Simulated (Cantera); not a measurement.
Feed: 1 mol trisilylamine, 4.4 mol N2, 2 mol NH3, at 1000 K and 9.75 Torr.

Method: chemical equilibrium by Gibbs-energy minimisation in Cantera with the NASA 1993 tables (ideal gas, pure condensed phases). Candidate condensed phases: Si, Si3N4; 18 gas species. The feed counts by its element totals alone. Equilibrium is a limit: real reactors are often held back by kinetics, nucleation or transport.

Q: What is the equilibrium state?

A: x(H2): 0.658
x(N2): 0.342
x(NH3): 2.36e-6
n(Si3N4(s)): 1.00 mol
gas amount: 11.40 mol
log10 activity of Si(s) (absent): -5.62
